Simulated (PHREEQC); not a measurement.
Brine: speciation

Consider water at 25 °C with 1.7 mol CaCl2, 0.38 mol BaCl2 and 0.11 mol NaCl per kg of water. Closed to the air; pH follows from the charge balance.

Equilibrium calculation in PHREEQC: Pitzer model, pitzer.dat.

Each row changes one thing in this solution. This is a speciation only: nothing precipitates in the calculation.

```
case                                          pH  SI of Halite (NaCl)  SI of Portlandite (Ca(OH)2)
------------------------------------------  ----  -------------------  ---------------------------
as made                                     6.05                -1.95                       -10.54
BaCl2 replaced by HCl at the same molality     …                -1.96                       -22.82
BaCl2 replaced by KCl at the same molality  6.08                -2.02                            …
BaCl2 left out                              6.08                -2.07                       -10.54
NaCl from 0.11 to 0.121 mol/kgw             6.04                -1.91                       -10.54
```

**Question.** Some entries are withheld; supply them.

**Answer.** 
- BaCl2 replaced by HCl at the same molality, pH: -0.13
- BaCl2 replaced by KCl at the same molality, SI of Portlandite (Ca(OH)2): -10.52
